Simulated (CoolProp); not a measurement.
Vapour pressure (MPa) of hexamethyldisiloxane (MM): the reference equation beside estimates from Tc = 245.6 °C, pc = 1.931 MPa, ω = 0.418. Clausius-Clapeyron is anchored at 29.15 °C with a constant enthalpy of vaporisation of 36.86 kJ/mol.

Model: reference Helmholtz-energy equation of state, Thol 2016, in CoolProp.

```json
[
 {"T (°C)": "-20.75", "reference": "0.0003204", "Lee-Kesler": "0.0003175", "Clausius-Clapeyron": "0.0003776"},
 {"T (°C)": "4.25", "reference": "0.001763", "Lee-Kesler": "0.001727", "Clausius-Clapeyron": "0.001839"},
 {"T (°C)": "29.15", "reference": "0.006857", "Lee-Kesler": "0.006727", "Clausius-Clapeyron": "0.006857"},
 {"T (°C)": "54.05", "reference": "0.02072", "Lee-Kesler": "0.02047", "Clausius-Clapeyron": "0.02093"},
 {"T (°C)": "78.95", "reference": "0.05171", "Lee-Kesler": "0.05154", "Clausius-Clapeyron": "0.05457"},
 {"T (°C)": "103.85", "reference": "0.1115", "Lee-Kesler": "0.1120", "Clausius-Clapeyron": "0.1253"},
 {"T (°C)": "128.75", "reference": "0.2149", "Lee-Kesler": "0.2167", "Clausius-Clapeyron": "0.2597"},
 {"T (°C)": "153.65", "reference": "0.3791", "Lee-Kesler": "0.3831", "Clausius-Clapeyron": "0.4943"},
 {"T (°C)": "178.65", "reference": "0.6260", "Lee-Kesler": "0.6325", "Clausius-Clapeyron": "0.8782"},
 {"T (°C)": "203.55", "reference": "0.9786", "Lee-Kesler": "0.9879", "Clausius-Clapeyron": "1.466"},
 {"T (°C)": "228.45", "reference": "1.473", "Lee-Kesler": "1.484", "Clausius-Clapeyron": "2.326"}
]
```

Absolute difference from the reference over all 11 rows, mean and median: Lee-Kesler 1.0 and 1.0 %, Clausius-Clapeyron 21.8 and 17.9 %.
